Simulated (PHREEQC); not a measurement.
Consider water at 53 °C with 0.022 mol/kgw ZnCl2, 0.00047 mol/kgw H3BO3 and 0.0011 mol/kgw H2SO4. Closed to the air; pH follows from the charge balance.

Equilibrium calculation in PHREEQC: ion-association model, phreeqc.dat.

Question: The ionic strength comes out as 0.0616 mol/kgw. What activity coefficients do HSO4-, ZnCl+, Cl-, SO4-2, ZnCl3- get?

Answer: HSO4- 0.80, ZnCl+ 0.79, Cl- 0.79, SO4-2 0.42, ZnCl3- 0.79.

Precipitation was switched off in this run. Species that the database lacks are ignored. At this temperature some constants are extrapolated from 25 °C, and those without enthalpy data are left unchanged.
